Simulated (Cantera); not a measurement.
## Equilibrium for silicon nitride deposition: SiH2Cl2 + NH3 + N2

Feed: 1 mol SiH2Cl2, 0.1 mol NH3, 7.7 mol N2, at 1.00 Torr.

Cantera equilibrium calculation (NASA polynomials, part measured and part estimated; ideal gas, pure solids and liquids). Candidate condensed phases: NH4Cl, Si, Si3N4; 28 gas species. The tables' values for SiCl, SiCl3, SiN are old estimates; treat these amounts as uncertain. The numbers say what is thermodynamically allowed, not how fast it happens.

From 1225 °C to 1325 °C the condensed part is Si3N4(s). From 1425 °C to 1625 °C the condensed part is Si(l). From 1725 °C to 1825 °C nothing is condensed. The main Si-bearing gas is SiCl2 throughout.

```
T (°C)  log p N2  log p HCl  log p H2  log p SiCl2  log p Si  log p H  log p Cl  n Si3N4(s)  n Si(l)
------  --------  ---------  --------  -----------  --------  -------  --------  ----------  -------
1225       -2.99      -3.89     -4.02        -4.15     -8.90    -6.78     -6.74       0.159        0
1325       -2.98      -4.07     -3.94        -4.03     -7.40    -6.24     -6.47       0.105        0
1425       -2.98      -4.22     -3.91        -3.99     -6.18    -5.79     -6.22           0    0.218
1525       -2.98      -4.20     -3.92        -4.00     -5.51    -5.41     -5.81           0    0.210
1625       -2.99      -4.19     -3.94        -4.02     -4.91    -5.07     -5.45           0    0.143
1725       -3.00      -4.16     -3.98        -4.06     -4.47    -4.78     -5.09           0        0
1825       -3.01      -4.06     -4.06        -4.16     -4.32    -4.54     -4.68           0        0
```
log p: log10 of the partial pressure in bar; n: condensed amount in mol.
